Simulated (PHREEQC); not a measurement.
PHREEQC input (ion-association model, phreeqc.dat):

```
SOLUTION_MASTER_SPECIES
  Amm  AmmH+  0  AmmH  17.031  # ammonia with no redox link, constants of NH4+
SOLUTION_SPECIES
  AmmH+ = AmmH+
    -log_k 0
    -gamma 2.5 0
    -dw 1.98e-9
  AmmH+ = Amm + H+
    -log_k -9.252
    -delta_h 12.48 kcal
    -analytic 0.6322 -0.001225 -2835.76
    -dw 2.28e-9
  AmmH+ + SO4-2 = AmmHSO4-
    -log_k 1.11
PHASES
  Amm(g)
    Amm = Amm
    -log_k 1.7966
    -analytic -18.758 3.3670e-4 2.5113e3 4.8619 39.192
    -T_c 405.6
    -P_c 111.3
    -Omega 0.25
EXCHANGE_SPECIES
  AmmH+ + X- = AmmHX
    -log_k 0.6
    -gamma 2.5 0
    -delta_h -2.4
SOLUTION 0
  temp 25
  units mmol/kgw
  pH 7 charge
  Br 27
  K 27
  S(6) 94
  Na 188
  Cl 0.01
  O(0) 1 O2(g) -0.68
SOLUTION 1-40
  temp 25
  units mmol/kgw
  pH 7 charge
  Cl 1.21
  Amm 1.2
  O(0) 1 O2(g) -0.68
END
EXCHANGE 1-40
  X 0.15
  -equilibrate 1
END
SELECTED_OUTPUT 1
  -reset false
  -pH true
  -pe true
  -ionic_strength true
  -water true
  -step true
  -totals Amm Br Cl K Na S S(-2) S(6)
  -molalities AmmHX KX NaX
  -saturation_indices Halite Sylvite
PRINT
  -reset false
TRANSPORT
  -cells 40
  -shifts 160
  -lengths 0.0125
  -time_step 3600
  -dispersivities 0.018
  -boundary_conditions flux flux
  -correct_disp true
  -punch_cells 40
  -punch_frequency 5
END
# ... the last block is repeated for the other 32 points of pore volumes
```

Selected output (columns that matter, 18 of 33 rows; pore volumes added in front):

```
pore volumes	pH	mu	Amm	Br	Cl	K	Na	S	m_KX	m_NaX	si_Halite	si_Sylvite
0	5.0131	0.00121	0.0012	0	0.00121	0	0	0	0	0	-1000	-1000
0.2625	5.0131	0.00121	0.0012	4.898e-10	0.00121	0	0	1.7052e-09	0	0	-1000	-1000
0.5125	5.0405	0.0034773	0.002802	0.00020231	0.001201	0	1.1436e-15	0.00070435	0	1.5443e-14	-19.489	-1000
0.7625	5.1908	0.052721	0.040704	0.005069	0.00098471	1.2233e-11	0.00063435	0.017648	5.8542e-11	0.00061308	-7.9647	-15.021
1.0125	5.258	0.14827	0.095531	0.01543	0.00052421	1.5909e-06	0.027853	0.05372	3.0944e-06	0.011036	-6.682	-10.281
1.1375	5.2866	0.18786	0.10374	0.01974	0.00033267	1.5749e-05	0.053751	0.068724	2.6818e-05	0.018689	-6.6157	-9.5092
1.3875	5.3367	0.23492	0.094711	0.02467	0.00011354	0.00018317	0.10166	0.08589	0.00030211	0.034317	-6.8269	-8.9369
1.6375	5.3771	0.25329	0.076132	0.02638	3.7569e-05	0.00066816	0.13329	0.09184	0.0011921	0.048719	-7.1969	-8.8646
1.8875	5.4099	0.26002	0.059518	0.026853	1.6516e-05	0.0015388	0.15278	0.09349	0.003011	0.061271	-7.4973	-8.8628
2.1375	5.4375	0.26294	0.046413	0.026968	1.1424e-05	0.0028391	0.16549	0.093889	0.0060063	0.071774	-7.624	-8.7585
2.3875	5.4615	0.26464	0.03611	0.026993	1.0295e-05	0.0046074	0.17423	0.093977	0.010334	0.080124	-7.6476	-8.5944
2.6375	5.4831	0.26583	0.027842	0.026999	1.0059e-05	0.0068468	0.1803	0.093995	0.015977	0.086277	-7.6434	-8.4332
2.8875	5.5027	0.26675	0.021106	0.027	1.0011e-05	0.0094918	0.1844	0.093999	0.022666	0.090306	-7.6361	-8.2939
3.0125	5.5118	0.26713	0.01822	0.027	1.0005e-05	0.010922	0.18586	0.094	0.026244	0.091594	-7.6332	-8.2335
3.2625	5.5283	0.26776	0.013304	0.027	1.0001e-05	0.013866	0.18783	0.094	0.033459	0.092962	-7.629	-8.1304
3.5125	5.5426	0.26823	0.0094346	0.027	1e-05	0.016725	0.18884	0.094	0.040212	0.09313	-7.627	-8.0493
3.7625	5.5542	0.26858	0.0064974	0.027	1e-05	0.019288	0.18921	0.094	0.046017	0.0926	-7.6263	-7.9876
4.0125	5.5633	0.26882	0.0043558	0.027	1e-05	0.021424	0.18922	0.094	0.050658	0.09178	-7.6264	-7.9421
```
